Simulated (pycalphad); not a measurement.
**Solubility of B in HCP_A3 Ti**

CALPHAD calculation (pycalphad, COST 507 light-alloy database (1999)), 1 atm. The database dates from 1999; later assessments differ in places, in temperatures and in the compounds included. Kinetics are ignored, which matters at the lower temperatures.

Each column gives the B content (wt.%) of the matrix in two-phase equilibrium with that one phase alone, all others suspended, so the columns of phases that are not stable there are metastable solubilities; "dissolved" means that the alloy named is a single phase.

```csv
T (K),against BM,against B4M3,against B2M,stable phases of Ti-3.833B (wt.%)
500,0.0015,0.0022,0.0068,BM + HCP_A3
580,0.0033,0.0047,0.012,BM + HCP_A3
660,0.0059,0.0083,0.019,BM + HCP_A3
740,0.0094,0.013,0.026,BM + HCP_A3
820,0.014,0.019,0.035,BM + HCP_A3
910,0.019,0.026,0.045,BM + HCP_A3
990,0.025,0.033,0.054,BM + HCP_A3
1070,0.031,0.041,0.064,BM + HCP_A3
1150,0.037,0.049,0.073,BM + HCP_A3
```

**Question.** Fit ln x(B) against 1/T for the solubility against BM (mole fractions, points under 5 at.%).

**Answer.** The slope gives Q ≈ 24 kJ per mole of dissolved B, with a prefactor of about 0.019; the line misses the points by up to 0.42 %.

Database names, with the compositions (at.%) that they take in these runs: BM: Ti 50 B 50; B4M3: B 57 Ti 43; B2M: B 67 Ti 33. HCP_A3 is hcp.
